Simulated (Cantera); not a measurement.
A closed system holds: 1 mol Si, 3.5 mol HCl, 9.1 mol H₂, held at 625 °C and 0.620 bar.

Equilibrium computed with Cantera from the NASA thermochemical tables; the gas is ideal and each condensed phase is pure. The tables' values for SiCl₃ are old estimates; treat these amounts as uncertain. The numbers say what is thermodynamically allowed, not how fast it happens.

```json
[
 {"species": "H₂", "before": "0.913", "after": "0.911"},
 {"species": "SiCl₄", "before": "0.0502", "after": "0.0437"},
 {"species": "SiHCl₃", "before": "0.0306", "after": "0.0391"},
 {"species": "SiCl₂", "before": "2.59e-5", "after": "4.14e-6"},
 {"species": "SiH₃Cl", "before": "2.47e-5", "after": "6.80e-5"},
 {"species": "SiCl₃", "before": "0.000164", "after": "6.12e-5"},
 {"species": "SiH₂Cl₂", "before": "0.00176", "after": "0.00330"},
 {"species": "HCl", "before": "0.00418", "after": "0.00284"},
 {"species": "Si(s), mol", "before": "0.0372", "after": "0"}
]
```
Gas species are given as mole fractions.

**Question.** Name the change that produced these shifts.
(A) temperature from 625 °C to 975 °C
(B) HCl from 3.5 to 0.73 mol
(C) temperature from 625 °C to 1025 °C
(D) pressure from 0.620 bar to 7.30 bar

**Answer.** D, pressure from 0.620 bar to 7.30 bar
